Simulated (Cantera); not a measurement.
# Moist CO burnout

An isothermal, constant-pressure homogeneous reactor starts with CO : O2 : H2O : N2 = 0.012 : 0.021 : 0.0033 : 1 (molar parts), equivalence ratio 0.29, at 1325 K and 5.00 bar.

Computed with Cantera and GRI-Mech 3.0 (53 species, 325 reactions).

```tsv
t (s)	x CO	x O2	x H2O	x H2O2	x N2O	x O
2.00e-5	0.0116	0.0203	0.00318	<1e-12	1.04e-12	6.74e-9
6.54e-5	0.0116	0.0203	0.00318	<1e-12	1.19e-11	2.58e-8
0.000214	0.0116	0.0203	0.00318	5.52e-11	2.82e-10	3.07e-7
0.000700	0.0110	0.0199	0.00314	1.54e-7	2.02e-7	0.000106
0.00229	0.00447	0.0167	0.00315	1.24e-7	2.25e-6	7.52e-5
0.00749	0.000825	0.0150	0.00319	2.99e-8	3.51e-6	1.43e-5
0.0245	7.01e-5	0.0146	0.00320	3.84e-9	3.54e-6	1.48e-6
0.0801	3.10e-6	0.0146	0.00320	5.24e-10	2.16e-6	1.49e-7
0.262	6.70e-8	0.0146	0.00320	1.18e-10	3.78e-7	3.13e-8
0.857	1.11e-8	0.0146	0.00320	5.76e-11	2.35e-8	1.51e-8
2.80	1.09e-8	0.0146	0.00320	5.72e-11	2.22e-8	1.50e-8
9.17	1.09e-8	0.0146	0.00320	5.72e-11	2.22e-8	1.50e-8
30.0	1.09e-8	0.0146	0.00320	5.72e-11	2.22e-8	1.50e-8
```
x: mole fraction; the columns are a selection and need not sum to one.

Equilibrium at this temperature and pressure: CO 1.09e-8, O2 0.0145, H2O 0.00320, H2O2 5.70e-11, N2O 2.21e-8, O 1.49e-8 (gas phase only).
